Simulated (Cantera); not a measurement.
A perfectly stirred reactor is fed with CO : O₂ : H₂O : N₂ = 0.021 : 0.0029 : 0.016 : 1 (molar parts), equivalence ratio 3.6, at 1.97 atm; it is held at 1450 K, and followed from long to short residence time.

Computed with Cantera and GRI-Mech 3.0 (53 species, 325 reactions).

One state of this run: x CO = 0.0116; x O₂ = 0.000174; x H₂O = 0.0119; x O = 4.18e-5; x OH = 9.70e-5; x CO₂ = 0.00859. x: mole fraction; the columns are a selection and need not sum to one.

### Question
Which value of τ (s) does it belong to?
A. 0.0096
B. 0.0024
C. 0.16
D. 0.0012

### Answer
B, 0.0024
